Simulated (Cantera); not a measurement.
Charge: 1 mol PbO, 0.26 mol H2, equilibrated at 1423 K and 43.0 Pa.

Equilibrium computed with Cantera from the NASA thermochemical tables; the gas is ideal and each condensed phase is pure. Candidate condensed phases: H2O, Pb, PbO, PbO2, Pb3O4; 12 gas species. Gases not in the tables: (PbO)n polymers. Rates play no part.

Base state: PbO 0.463, Pb 0.292, H2O 0.196, O2 0.0478, OH 0.000259, H2 2.77e-5, O 1.42e-5 (mole fractions); condensed: gas only.

What changes in the equilibrium state with this change: pressure from 43.0 Pa to 640000 Pa?


```json
[
 {"species": "H2O", "before": "0.196", "after": "0.997"},
 {"species": "Pb", "before": "0.292", "after": "0.00175"},
 {"species": "H2", "before": "2.77e-5", "after": "0.000800"},
 {"species": "PbO", "before": "0.463", "after": "0.000488"},
 {"species": "O2", "before": "0.0478", "after": "9.93e-8"},
 {"species": "O", "before": "1.42e-5", "after": "<1e-9"},
 {"species": "OH", "before": "0.000259", "after": "2.01e-6"},
 {"species": "Pb(l), mol", "before": "0", "after": "0.259"},
 {"species": "PbO(l), mol", "before": "0", "after": "0.740"}
]
```
Each liquid is taken as pure. Mutual solubility and eutectic melting of coexisting phases are not modelled.

What changes in the equilibrium state with this change: H2 from 0.26 to 1.1 mol?


```json
[
 {"species": "Pb", "before": "0.292", "after": "0.475"},
 {"species": "H2O", "before": "0.196", "after": "0.475"},
 {"species": "H2", "before": "2.77e-5", "after": "0.0486"},
 {"species": "PbO", "before": "0.463", "after": "0.00104"},
 {"species": "O2", "before": "0.0478", "after": "9.07e-8"},
 {"species": "O", "before": "1.42e-5", "after": "1.96e-8"},
 {"species": "H", "before": "1.69e-6", "after": "7.06e-5"}
]
```
